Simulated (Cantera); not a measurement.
Feed: 1 mol Ti, a varied amount of C₃H₈, equilibrated at 2073 K and 0.270 Torr.

These are equilibrium values from Cantera (NASA tables, ideal gas, pure condensed phases), not measurements of a reactor. Candidate condensed phases: C, C₆H₆, C₇H₈, C₈H₁₈, Ti, TiC; 77 gas species. Mutual solubility and eutectic melting of coexisting phases are not modelled. TiC: taken at fixed stoichiometry. Condensed phases not in the tables: N, O or C dissolved in the metal. Rates play no part.

x: gas mole fraction; n: condensed amount in mol.

| n(C₃H₈) (mol) | x H₂ | x H | x Ti | x C₂H₂ (acetylene) | n Ti(l) | n TiC(s) | n C(graphite) |
|---|---|---|---|---|---|---|---|
| 0.094 | 0.806 | 0.124 | 0.0696 | 1.39e-11 | 0.688 | 0.282 | 0 |
| 0.17 | 0.806 | 0.124 | 0.0696 | 1.39e-11 | 0.435 | 0.510 | 0 |
| 0.25 | 0.806 | 0.124 | 0.0696 | 1.39e-11 | 0.170 | 0.750 | 0 |
| 0.33 | 0.864 | 0.129 | ___ | ___ | 0 | 0.990 | 0 |
| 0.4 | 0.870 | 0.129 | 8.27e-6 | 0.00107 | 0 | 1.000 | 0.196 |
| 0.48 | 0.870 | 0.129 | 8.27e-6 | 0.00107 | 0 | 1.000 | 0.436 |
| 0.56 | 0.870 | 0.129 | 8.27e-6 | 0.00107 | 0 | 1.000 | 0.675 |
| 0.64 | 0.870 | 0.129 | 8.27e-6 | 0.00107 | 0 | 1.000 | ___ |
| 0.71 | 0.870 | 0.129 | 8.27e-6 | 0.00107 | 0 | 1.000 | 1.12 |
| 0.79 | 0.870 | 0.129 | 8.27e-6 | 0.00107 | 0 | 1.000 | 1.36 |
| 0.87 | 0.870 | 0.129 | 8.27e-6 | 0.00107 | 0 | 1.000 | 1.60 |
| 0.95 | 0.870 | 0.129 | 8.27e-6 | 0.00107 | 0 | 1.000 | 1.84 |

Q: Some entries are withheld; supply them.

A: 
- 0.64, n C(graphite): 0.914
- 0.33, x Ti: 0.00703
- 0.33, x C₂H₂ (acetylene): 1.46e-9
